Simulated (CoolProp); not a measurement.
Properties of decamethyltetrasiloxane (MD2M) along the isotherm 600 K.

Values from CoolProp's reference Helmholtz-energy equation of state, Thol 2017.

```tsv
p (bar)	phase	density (kg/m³)	cv (kJ/(kg K))	speed of sound (m/s)	expansivity (1/kK)	fugacity coefficient
0.0181	gas	0.1128	2.007	127.5	1.670	0.9995
0.0343	gas	0.2138	2.007	127.4	1.673	0.9990
0.065	gas	0.4055	2.007	127.3	1.678	0.9982
0.123	gas	0.7687	2.007	127.1	1.688	0.9966
0.234	gas	1.467	2.008	126.7	1.708	0.9935
0.443	gas	2.794	2.008	126.0	1.746	0.9876
0.84	gas	5.359	2.009	124.6	1.823	0.9766
1.59	gas	10.38	2.010	121.9	1.983	0.9559
3.02	gas	20.66	2.013	116.2	2.360	0.9167
5.72	gas	43.65	2.022	103.5	3.553	0.8435
```
